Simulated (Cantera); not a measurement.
Charge: 1 mol Si2H6, 14 mol CO2, 4.8 mol O3, held at 16.0 Pa.

These are equilibrium values from Cantera (NASA tables, ideal gas, pure condensed phases), not measurements of a reactor. Candidate condensed phases: C, C6H6, C7H8, C8H18, H2O, Si, SiC, SiO2; 123 gas species. The feed counts by its element totals alone. The tables hold silica as quartz up to 1696 K and as liquid above; real silica turns to tridymite and cristobalite and melts near 1996 K. The numbers say what is thermodynamically allowed, not how fast it happens.

Problem. Which condensed phases are stable at each of these points (T (K)): 700, 750, 800, 850, 900, 950, 1000, 1050, 1100, 1150?

Solution. 
| T (K) | condensed phases | Si condensed (%) |
|---|---|---|
| 700 | SiO2(α-quartz) | 100.0 |
| 750 | SiO2(α-quartz) | 100.0 |
| 800 | SiO2(α-quartz) | 100.0 |
| 850 | SiO2(β-quartz) | 100.0 |
| 900 | SiO2(β-quartz) | 100.0 |
| 950 | SiO2(β-quartz) | 100.0 |
| 1000 | SiO2(β-quartz) | 100.0 |
| 1050 | SiO2(β-quartz) | 100.0 |
| 1100 | SiO2(β-quartz) | 100.0 |
| 1150 | SiO2(β-quartz) | 100.0 |

From 700 K to 800 K the condensed part is SiO2(α-quartz). From 850 K to 1150 K the condensed part is SiO2(β-quartz).
